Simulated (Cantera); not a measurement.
A closed system holds: 1 mol Si3N4, 0.0082 mol O2, 550 mol H2, equilibrated at 627 °C and 0.0200 bar.

These are equilibrium values from Cantera (NASA tables, ideal gas, pure condensed phases), not measurements of a reactor. Candidate condensed phases: H2O, Si, SiO2, Si2N2O, Si3N4; 35 gas species. Equilibrium is a limit: real reactors are often held back by kinetics, nucleation or transport.

Base state: H2 1.000 (mole fractions); condensed: Si2N2O(s) + Si3N4(s).

Q: What changes in the equilibrium state with this change: Si3N4 replaced by Si?

A: 
```tsv
species	before	after
H2	1.000	1.00
Si2N2O(s), mol	0.0164	0
Si3N4(s), mol	0.989	0
Si(s), mol	0	0.992
SiO2(β-quartz), mol	0	0.00820
```
